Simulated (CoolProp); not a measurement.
Saturation properties of C3F8 (R218).

Computed with CoolProp (reference Helmholtz-energy equation of state, Lemmon 2006). It is a short technical equation, of lower accuracy than the large ones.

```csv
T (K),p (MPa),liquid density (kg/m³),liquid cp (kJ/(kg K)),surface tension (mN/m),liquid conductivity (mW/(m K))
209.1,0.02433,1714,0.9184,13.8,69.2
213.4,0.03136,1698,___,___,68.1
217.7,0.03995,1682,0.9354,12.8,67.0
222,0.05033,1666,0.9442,12.2,65.9
226.3,___,1650,0.9531,11.7,64.7
230.6,0.07748,1634,0.9623,11.2,63.6
234.9,0.09480,1617,0.9718,10.7,62.4
239.2,0.1150,1600,0.9815,10.2,61.3
243.5,___,1583,0.9915,9.67,60.1
247.8,0.1654,1566,1.002,___,58.9
252.1,0.1961,1548,1.013,8.68,57.7
256.5,0.2320,1529,___,8.18,56.5
260.8,0.2717,1511,1.036,7.69,55.3
265.1,0.3163,1492,1.048,7.21,54.2
```

Problem. Complete the blanks.

Solution. 
- 213.4, liquid cp (kJ/(kg K)): 0.9268
- 213.4, surface tension (mN/m): 13.3
- 226.3, p (MPa): 0.06275
- 243.5, p (MPa): 0.1384
- 247.8, surface tension (mN/m): 9.17
- 256.5, liquid cp (kJ/(kg K)): 1.024

It boils at 236.4 K under 1 atm.

Thermal conductivity comes from a separate model (Huber 2003), an estimate that may be off by 10 % or more. Surface tension comes from a separate correlation (Mulero 2012).
